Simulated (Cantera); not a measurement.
Charge: 1 mol Cu, 1.2 mol F₂, 1.5 mol N₂, held at 6400 Pa.

Method: chemical equilibrium by Gibbs-energy minimisation in Cantera with the NASA 1993 tables (ideal gas, pure condensed phases). Candidate condensed phases: Cu, CuF₂; 11 gas species. Rates play no part. All values below are at 1200 °C.

Base state: N₂ 0.517, CuF₂ 0.345, F 0.138, F₂ 0.000209, CuF 0.000131 (mole fractions); condensed: gas only.

Question: What changes in the equilibrium state with this change: pressure from 6400 Pa to 3.30 Pa?

Answer: 
```
species    before    after
-------  --------  -------
N₂          0.517    0.467
F           0.138    0.222
CuF₂        0.345    0.213
CuF      0.000131   0.0977
F₂       0.000209  2.80e-7
```
